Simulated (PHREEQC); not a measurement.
1 kg of water holding 160 mmol/kgw KCl and 9 mmol/kgw NaBr is evaporated at 25 °C; the solids stay in contact with the brine. The system is closed to CO2. Solids allowed: Halite, Sylvite. Others were left out.

The numbers come from PHREEQC with the Pitzer model, pitzer.dat.

### Question
Predict ionic strength, water activity at water left (kg) = 0.5552, 0.1711, 0.01627.

### Answer
| water left (kg) | ionic strength | water activity |
|---|---|---|
| 0.5552 | 0.304 | 0.990 |
| 0.1711 | 0.988 | 0.968 |
| 0.01627 | 5.22 | 0.826 |
